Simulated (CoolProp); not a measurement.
R410A along the isotherm 225.6 K: fugacity coefficient from the reference equation and from simpler models built on Tc = 344.5 K, pc = 4901 kPa, ω = 0.296; each cubic takes its own stable root.

Model: reference Helmholtz-energy equation of state, Lemmon 2003, in CoolProp. It is a pseudo-pure fit of the blend.

```tsv
p (kPa)	phase	reference	van der Waals	Redlich-Kwong
7.75	gas	0.9971	0.9987	0.9983
13.1	gas	0.9950	0.9979	0.9971
22.1	gas	0.9916	0.9964	0.9950
37.2	gas	0.9858	0.9940	0.9917
62.9	gas	0.9759	0.9898	0.9859
179	liquid	0.6541	0.9711	0.9599
302	liquid	0.3891	0.9512	0.7474
510	liquid	0.2318	0.9175	0.4459
860	liquid	0.1389	0.7218	0.2678
1450	liquid	0.08377	0.4415	0.1622
2450	liquid	0.05103	0.2753	0.09950
```

At some of these states van der Waals, Redlich-Kwong gives the other phase, because its saturation line lies elsewhere.
